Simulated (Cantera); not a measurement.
Standard-state values (1 bar) from the NASA 1993 polynomials, evaluated with Cantera. Values are per mole of reaction as written; species without (g) are pure solids or liquids, kept so even where they would boil at 1 bar.

BN + 2 NO2(g) + OH(g) ⇌ 3 NO(g) + HBO2(g)

```json
[
 {"T (K)": "1223", "ΔH° (kJ)": "-151.2", "ΔS° (J/K)": "184.9", "ΔG° (kJ)": "-377.3", "log10 K": "16.12"},
 {"T (K)": "1298", "ΔH° (kJ)": "[?]", "ΔS° (J/K)": "[?]", "ΔG° (kJ)": "[?]", "log10 K": "[?]"},
 {"T (K)": "1373", "ΔH° (kJ)": "[?]", "ΔS° (J/K)": "[?]", "ΔG° (kJ)": "[?]", "log10 K": "[?]"},
 {"T (K)": "1448", "ΔH° (kJ)": "-154.2", "ΔS° (J/K)": "182.7", "ΔG° (kJ)": "-418.7", "log10 K": "15.10"},
 {"T (K)": "1523", "ΔH° (kJ)": "-155.2", "ΔS° (J/K)": "182.0", "ΔG° (kJ)": "-432.3", "log10 K": "14.83"},
 {"T (K)": "1598", "ΔH° (kJ)": "-156.2", "ΔS° (J/K)": "181.3", "ΔG° (kJ)": "-446.0", "log10 K": "14.58"},
 {"T (K)": "1673", "ΔH° (kJ)": "-157.2", "ΔS° (J/K)": "180.7", "ΔG° (kJ)": "-459.5", "log10 K": "14.35"},
 {"T (K)": "1748", "ΔH° (kJ)": "-158.2", "ΔS° (J/K)": "180.1", "ΔG° (kJ)": "-473.1", "log10 K": "14.14"},
 {"T (K)": "1823", "ΔH° (kJ)": "-159.3", "ΔS° (J/K)": "179.5", "ΔG° (kJ)": "-486.6", "log10 K": "13.94"},
 {"T (K)": "1898", "ΔH° (kJ)": "-160.3", "ΔS° (J/K)": "179.0", "ΔG° (kJ)": "-500.0", "log10 K": "13.76"},
 {"T (K)": "1973", "ΔH° (kJ)": "-161.3", "ΔS° (J/K)": "178.5", "ΔG° (kJ)": "-513.4", "log10 K": "13.59"}
]
```

Task: Fill in the missing entries.

Result: 
- 1298, ΔH° (kJ): -152.2
- 1298, ΔS° (J/K): 184.1
- 1298, ΔG° (kJ): -391.2
- 1298, log10 K: 15.74
- 1373, ΔH° (kJ): -153.1
- 1373, ΔS° (J/K): 183.4
- 1373, ΔG° (kJ): -404.9
- 1373, log10 K: 15.41
